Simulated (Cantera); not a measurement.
Thermodynamics of tantalum, niobium, vanadium and zirconium in process gases, feed V + O2 + H2

A closed system holds: 1 mol V, 3.1 mol O2, 100 mol H2, equilibrated at 0.000300 bar.

Equilibrium computed with Cantera from the NASA thermochemical tables; the gas is ideal and each condensed phase is pure. Candidate condensed phases: H2O, V, VO, V2O3, V2O4, V2O5; 12 gas species. Condensed phases not in the tables: the oxides between V2O3 and V2O5 other than VO2. Rates play no part.

```
T (K)  log p H2  log p H  log p H2O  log p O  log p VO2  n V2O3(s)
-----  --------  -------  ---------  -------  ---------  ---------
1648      -3.55    -5.82      -4.85   -10.84      -7.37      0.493
1748      -3.55    -5.42      -4.86    -9.93      -6.52      0.447
1848      -3.56    -5.05      -4.89    -9.13      -5.77      0.196
1948      -3.57    -4.73      -4.91    -8.41      -5.57          0
2048      -3.60    -4.45      -4.93    -7.73      -5.60          0
2148      -3.65    -4.21      -4.96    -7.11      -5.63          0
2248      -3.73    -4.00      -5.02    -6.54      -5.68          0
2348      -3.85    -3.83      -5.13    -6.03      -5.74          0
2448      -4.02    -3.71      -5.35    -5.62      -5.82          0
2548      -4.24    -3.63      -5.73    -5.35      -5.95          0
2648      -4.51    -3.59      -6.25    -5.21      -6.16          0
2748      -4.79    -3.56      -6.82    -5.14      -6.51          0
```
log p: log10 of the partial pressure in bar; n: condensed amount in mol.

From 1648 K to 1848 K the condensed part is V2O3(s). From 1948 K to 2748 K nothing is condensed. The main V-bearing gas is VO2 at 1648 K and VO at 2748 K.
